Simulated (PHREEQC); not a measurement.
PHREEQC input (Pitzer model, pitzer.dat):

```
SOLUTION 1
  temp 25
  units mol/kgw
  pH 7 charge
  Br 0.42
  Na 0.4236
  Cl 0.0095
  K 0.0059
  S(6) 0.0008
  Ca 0.0008
END
USE solution 1
INCREMENTAL_REACTIONS false
REACTION 1
  H2O -1
  0 9.886 18.011 24.689 30.178 34.689 38.397 41.444
  43.949 46.007 47.699 49.089 moles
EQUILIBRIUM_PHASES 1
  Arcanite 0 0
  Glaserite 0 0
  Glauberite 0 0
  Gypsum 0 0
  Anhydrite 0 0
  Halite 0 0
  Mirabilite 0 0
  Misenite 0 0
  Portlandite 0 0
  Sylvite 0 0
  Syngenite 0 0
  Thenardite 0 0
SELECTED_OUTPUT 1
  -reset false
  -pH true
  -pe true
  -ionic_strength true
  -water true
  -activities H2O
  -totals Br Ca Cl K Na S
  -molalities H+ Na+ K+ Ca+2 Cl- SO4-2 Br- OH- HSO4-
  -equilibrium_phases Arcanite Glaserite Glauberite Gypsum Anhydrite Halite Mirabilite Misenite Portlandite Sylvite
    Syngenite Thenardite
PRINT
  -reset false
END
```

Selected output (columns that matter, 9 of 12 rows; water left (kg) added in front):

```
water left (kg)	pH	mu	Br	Ca	Cl	K	Na	S	m_H+	m_Na+	m_K+	m_Ca+2	m_Cl-	la_H2O
1	6.9371	0.4327	0.42	0.0008	0.0095	0.0059	0.4236	0.0008	1.3707e-07	0.4236	0.0059	0.0008	0.0095	-0.0062584
0.821894	6.9253	0.52647	0.51101	0.00097336	0.011559	0.0071785	0.5154	0.00097336	1.3738e-07	0.5154	0.0071785	0.00097336	0.011559	-0.0076404
0.555203	6.8942	0.77936	0.75648	0.0014409	0.017111	0.010627	0.76296	0.0014409	1.3639e-07	0.76296	0.010627	0.0014409	0.017111	-0.011448
0.456313	6.8738	0.94825	0.92042	0.0017532	0.020819	0.01293	0.92831	0.0017532	1.3484e-07	0.92831	0.01293	0.0017532	0.020819	-0.014063
0.30824	6.8194	1.4038	1.3626	0.0025954	0.03082	0.019141	1.3743	0.0025954	1.2893e-07	1.3743	0.019141	0.0025954	0.03082	-0.021429
0.253345	6.7832	1.708	1.6578	0.0031578	0.037498	0.023288	1.672	0.0031578	1.2427e-07	1.672	0.023288	0.0031578	0.037498	-0.026625
0.208215	6.739	2.0781	2.0171	0.0038422	0.045626	0.028336	2.0344	0.0038422	1.1829e-07	2.0344	0.028336	0.0038422	0.045626	-0.03327
0.140655	6.6181	3.0763	2.986	0.0056877	0.067541	0.041947	3.0116	0.0056877	1.0211e-07	3.0116	0.041947	0.0056877	0.067541	-0.053088
0.115613	6.5355	3.7427	3.6328	0.0069197	0.082171	0.051033	3.664	0.0069197	9.2006e-08	3.664	0.051033	0.0069197	0.082171	-0.067971
```
